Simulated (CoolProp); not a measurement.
Vapour-liquid equilibrium of chloromethane (R40) (1) + isobutene (2) at -18.75 °C; x and y are mole fractions of (1).

Model: multi-fluid Helmholtz-energy mixture model, Thol 2014 and Lemmon 2005; pair parameters Bell 2016, in CoolProp.

```
x     bubble pressure (bar)  y at the bubble point  dew pressure at overall composition x (bar)  liquid density (mol/L)
----  ---------------------  ---------------------  -------------------------------------------  ----------------------
0.05                 0.6783                  0.122                                       0.6455                   11.66
0.15                 0.7726                  0.302                                       0.6916                   12.20
0.25                 0.8529                  0.432                                       0.7433                   12.80
0.35                 0.9232                  0.534                                       0.8010                   13.45
0.45                 0.9861                  0.620                                       0.8649                   14.16
0.55                  1.044                  0.697                                       0.9345                   14.95
0.65                  1.097                  0.768                                        1.008                   15.82
0.75                  1.148                  0.835                                        1.084                   16.78
0.85                  1.196                  0.901                                        1.159                   17.85
0.95                  1.243                  0.967                                        1.231                   19.04
```

No azeotrope shows between x = 0.05 and 0.95.

Pair parameters are fitted to limited data, so mixtures are less certain than the pure fluids.
